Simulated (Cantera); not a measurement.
Input (Python, Cantera):

```python
import numpy as np
import cantera as ct

gas = ct.Solution("gri30.yaml")
gas.TPX = 2075, 100000, {'NO': 1, 'N2': 17}
reactor = ct.IdealGasConstPressureReactor(gas, energy="off", clone=False)
net = ct.ReactorNet([reactor])
net.rtol, net.atol = 1e-08, 1e-18
show = ['NO', 'O', 'O2', 'NO2', 'N2O']
times = np.geomspace(9e-06, 200, 13)

steps = ct.SolutionArray(gas, extra=["t"])
rows = []
print(f"{'t/s':>10s}{'T/K':>9s}{'P/Pa':>11s}" + "".join(f"{s:>11s}" for s in show))
for t in times:
    while net.time < t:
        t_next = net.step()
        steps.append(gas.state, t=t_next)
    rows.append([np.interp(t, steps.t, y) for y in (steps.T, steps.P, *steps(*show).X.T)])
    print(f"{t:10.3e}{rows[-1][0]:9.1f}{rows[-1][1]:11.4g}" + "".join(f"{x:11.3e}" for x in rows[-1][2:]))
rate = np.gradient(steps.T, steps.t)
print("integrator steps:", len(steps.t))
if steps.T.max() > steps.T[0] + 200:
    print(f"time of steepest temperature rise: {steps.t[rate.argmax()]:.4e} s")
gas.TPX = 2075, 100000, {'NO': 1, 'N2': 17}
gas.equilibrate("TP")
print(f"equilibrium (TP): T = {gas.T:.1f} K  " + "  ".join(f"{s} {gas[s].X[0]:.3e}" for s in show))
```

It prints:

```
       t/s      T/K       P/Pa         NO          O         O2        NO2        N2O
 9.000e-06   2075.0      1e+05  5.556e-02  5.453e-08  2.924e-11  9.451e-10  5.361e-08
 3.685e-05   2075.0      1e+05  5.556e-02  2.257e-07  4.938e-10  1.277e-08  2.083e-07
 1.509e-04   2075.0      1e+05  5.555e-02  1.016e-06  8.894e-09  1.180e-07  6.942e-07
 6.179e-04   2075.0      1e+05  5.555e-02  5.251e-06  1.968e-07  7.668e-07  1.432e-06
 2.530e-03   2075.0      1e+05  5.551e-02  2.236e-05  5.039e-06  3.414e-06  1.588e-06
 1.036e-02   2075.0      1e+05  5.535e-02  4.098e-05  7.468e-05  6.221e-06  1.593e-06
 4.243e-02   2075.0      1e+05  5.464e-02  4.669e-05  4.269e-04  7.028e-06  1.558e-06
 1.737e-01   2075.0      1e+05  5.152e-02  6.507e-05  1.974e-03  9.328e-06  1.405e-06
 7.114e-01   2075.0      1e+05  3.814e-02  1.141e-04  8.638e-03  1.226e-05  8.500e-07
 2.913e+00   2075.0      1e+05  9.665e-03  1.780e-04  2.285e-02  4.879e-06  2.528e-07
 1.193e+01   2075.0      1e+05  3.655e-03  1.885e-04  2.585e-02  1.957e-06  2.267e-07
 4.884e+01   2075.0      1e+05  3.652e-03  1.885e-04  2.585e-02  1.955e-06  2.267e-07
 2.000e+02   2075.0      1e+05  3.652e-03  1.885e-04  2.585e-02  1.955e-06  2.267e-07
integrator steps: 888
equilibrium (TP): T = 2075.0 K  NO 3.652e-03  O 1.885e-04  O2 2.585e-02  NO2 1.955e-06  N2O 2.267e-07
```

Computed with Cantera and GRI-Mech 3.0 (53 species, 325 reactions).
